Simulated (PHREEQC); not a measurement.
A solution holds 0.27 mol NiSO4, 0.00087 mol H3BO3 and 4.9e-05 mol MnSO4 per kg of water, at 25 °C. Closed to the air; pH follows from the charge balance.

The numbers come from PHREEQC with the ion-association model, wateq4f.dat.

Each row changes one thing in this solution. No solid was allowed to form.

```csv
case,pH,ionic strength (mol/kgw),SO4-2 (mol/kgw),MnSO4 (mol/kgw),Mn+2 (mol/kgw),HSO4- (mol/kgw),SI of Pyrochroite (Mn(OH)2)
as made,5.91,0.479,0.119,2.45e-5,2.45e-5,4.43e-6,-8.59
NiSO4 left out,6.15,0.000195,4.86e-5,3.70e-7,4.86e-5,3.22e-9,-7.25
diluted 100-fold with water,6.35,0.00900,…,7.70e-8,4.13e-7,7.29e-8,-9.04
H3BO3 left out,…,0.479,0.119,2.45e-5,2.45e-5,4.14e-6,-8.53
0.024 mol/kgw Mg(NO3)2 added,…,0.521,0.112,2.29e-5,2.61e-5,4.31e-6,-8.63
```

Task: Fill in the missing entries.

Result: 
- diluted 100-fold with water, SO4-2 (mol/kgw): 0.00225
- H3BO3 left out, pH: 5.94
- 0.024 mol/kgw Mg(NO3)2 added, pH: 5.88

Complexes and solids missing from the database can't appear.
